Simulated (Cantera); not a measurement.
## Equilibrium for chlorosilane synthesis and conversion: Si + Cl₂ + H₂

Feed: 1 mol Si, 2.9 mol Cl₂, 3.8 mol H₂, held at 101000 Pa.

Equilibrium computed with Cantera from the NASA thermochemical tables; the gas is ideal and each condensed phase is pure. Candidate condensed phases: Si; 19 gas species. The tables' values for SiCl₃ are old estimates; treat these amounts as uncertain. The numbers say what is thermodynamically allowed, not how fast it happens.

From 648 K to 1298 K nothing is condensed. The main Si-bearing gas is SiCl₄ throughout.

```tsv
T (K)	log p H₂	log p HCl	log p SiCl₄	log p SiHCl₃	log p SiCl₃
648	-0.29	-0.49	-0.75	-4.65	-9.31
698	-0.29	-0.49	-0.75	-4.25	-8.29
748	-0.29	-0.49	-0.75	-3.90	-7.40
798	-0.29	-0.49	-0.75	-3.60	-6.63
848	-0.29	-0.49	-0.75	-3.34	-5.95
898	-0.29	-0.49	-0.75	-3.10	-5.35
948	-0.29	-0.49	-0.75	-2.90	-4.82
998	-0.29	-0.49	-0.76	-2.71	-4.34
1048	-0.29	-0.49	-0.76	-2.55	-3.91
1098	-0.29	-0.49	-0.76	-2.40	-3.52
1148	-0.29	-0.49	-0.77	-2.27	-3.16
1198	-0.29	-0.48	-0.77	-2.15	-2.85
1248	-0.30	-0.48	-0.78	-2.05	-2.56
1298	-0.30	-0.47	-0.79	-1.97	-2.30
```
log p: log10 of the partial pressure in bar; nothing condenses.
